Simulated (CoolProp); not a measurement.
A simple Rankine cycle with n-perfluorobutane: condensing at 317.15 K, boiler at 1.34 MPa, turbine inlet 374.9 K, turbine efficiency 0.7, pump efficiency 0.8, no recuperator. Each further row changes one setting.

Computed with CoolProp (reference Helmholtz-energy equation of state, Gao 2022).

| case | thermal efficiency (%) | net work (kJ/kg) | heat in (kJ/kg) | turbine exit temperature (K) | volume ratio over the turbine |
|---|---|---|---|---|---|
| as stated | 5.6 | 6.97 | 125 | 357.3 | 3.35 |
| turbine inlet 394.9 K | 5.3 | 7.76 | 146 | 378.5 | 3.17 |
| condensing temperature 309.15 K | 6.5 | 8.70 | 134 | 354.4 | 4.27 |
| boiler pressure 0.938 MPa | 3.9 | 5.01 | 130 | 364.7 | 2.13 |
| turbine efficiency 0.6 | 4.7 | 5.86 | 125 | 358.4 | 3.37 |
